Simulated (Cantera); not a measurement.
Charge: 1 mol MgO, 0.33 mol CH₄, 0.1 mol H₂, at 1702 °C and 0.0825 Torr.

Equilibrium computed with Cantera from the NASA thermochemical tables; the gas is ideal and each condensed phase is pure. Candidate condensed phases: C, C₆H₆, C₇H₈, C₈H₁₈, H₂O, Mg, MgCO₃, MgO, Mg(OH)₂; 116 gas species. The tables' values for MgH are old estimates; treat these amounts as uncertain. Rates play no part.

Base state: H₂ 0.317, Mg 0.311, CO 0.184, H₂O 0.0983, H 0.0735, CO₂ 0.0127, OH 0.00217, MgOH 0.000382 (mole fractions); condensed: MgO(s).

What changes in the equilibrium state with this change: temperature from 1702 °C to 2202 °C?


```tsv
species	before	after
H	0.0735	0.374
Mg	0.311	0.307
O	0.000370	0.147
H₂	0.317	0.0304
O₂	4.95e-5	0.0145
H₂O	0.0983	0.00729
OH	0.00217	0.0181
CO₂	0.0127	0.00383
CO	0.184	0.0976
MgOH	0.000382	4.35e-5
MgO	0.000114	0.000797
MgO(s), mol	0.479	0
```
